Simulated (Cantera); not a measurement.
Feed: 1 mol SiC, 3.7 mol H₂O, 150 mol H₂, at 0.220 bar.

Cantera equilibrium calculation (NASA polynomials, part measured and part estimated; ideal gas, pure solids and liquids). Candidate condensed phases: C, C₆H₆, C₇H₈, C₈H₁₈, H₂O, Si, SiC, SiO₂; 123 gas species. The tables hold silica as quartz up to 1696 K and as liquid above; real silica turns to tridymite and cristobalite and melts near 1996 K. Kinetics and transport are ignored.

x: gas mole fraction; n: condensed amount in mol.

```
T (K)   x H₂    x H₂O       x H     x CO     x SiO  x CH₄    x CO₂  n SiO₂(β-quartz)  n SiO₂(condensed)
-----  -----  -------  --------  -------  --------  -----  -------  ----------------  -----------------
950    0.986  0.00765   1.18e-9  0.00331    <1e-12    [?]  4.61e-5              1.00                  0
1050   0.988  0.00506   1.72e-8  0.00587    <1e-12    [?]  3.54e-5              1.00                  0
1150   0.989  0.00457   1.58e-7  0.00637  2.81e-12    [?]  2.48e-5              1.00                  0
1250   0.989  0.00452   1.02e-6  0.00643  2.78e-10    [?]  1.88e-5              1.00                  0
1350   0.989  0.00451   5.05e-6  0.00645   1.36e-8    [?]  1.50e-5             1.000                  0
1450   0.989  0.00451   2.01e-5  0.00645   3.82e-7    [?]  1.24e-5             1.000                  0
1550   0.989  0.00452   6.68e-5  0.00645   6.90e-6    [?]  1.05e-5             0.999                  0
1650   0.989  0.00460  0.000193  0.00645   8.54e-5    [?]  9.35e-6             0.987                  0
1750   0.987  0.00520  0.000493  0.00645  0.000692    [?]  9.39e-6                 0              0.893
1850   0.981  0.00775   0.00114  0.00643   0.00326    [?]  1.26e-5                 0              0.494
1950   0.974   0.0109   0.00241  0.00640   0.00641    [?]  1.63e-5                 0                  0
2050   0.972   0.0109   0.00477  0.00639   0.00641    [?]  1.50e-5                 0                  0
2150   0.968   0.0108   0.00884  0.00638   0.00639    [?]  1.40e-5                 0                  0
```

Question: Complete the blanks.

Answer: 
- 950, x CH₄: 0.00314
- 1050, x CH₄: 0.000564
- 1150, x CH₄: 7.16e-5
- 1250, x CH₄: 1.10e-5
- 1350, x CH₄: 2.21e-6
- 1450, x CH₄: 5.51e-7
- 1550, x CH₄: 1.65e-7
- 1650, x CH₄: 5.61e-8
- 1750, x CH₄: 1.94e-8
- 1850, x CH₄: 5.56e-9
- 1950, x CH₄: 1.84e-9
- 2050, x CH₄: 9.40e-10
- 2150, x CH₄: 5.10e-10
